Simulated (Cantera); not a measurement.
Input: 1 mol Si, 2.6 mol Cl2, 0.74 mol N2, at 1250 K and 1.00 Torr.

Method: chemical equilibrium by Gibbs-energy minimisation in Cantera with the NASA 1993 tables (ideal gas, pure condensed phases). Candidate condensed phases: Si, Si3N4; 13 gas species. The tables' values for SiCl3 are old estimates; treat these amounts as uncertain. Kinetics and transport are ignored.

Base state: SiCl4 0.407, N2 0.301, Cl2 0.197, Cl 0.0948, SiCl3 1.07e-5 (mole fractions); condensed: gas only.

### Question
What changes in the equilibrium state with this change: temperature from 1250 K to 923.15 K?

### Answer
```tsv
species	before	after
SiCl4	0.407	0.427
N2	0.301	0.316
Cl2	0.197	0.255
Cl	0.0948	0.00155
SiCl3	1.07e-5	1.04e-9
```
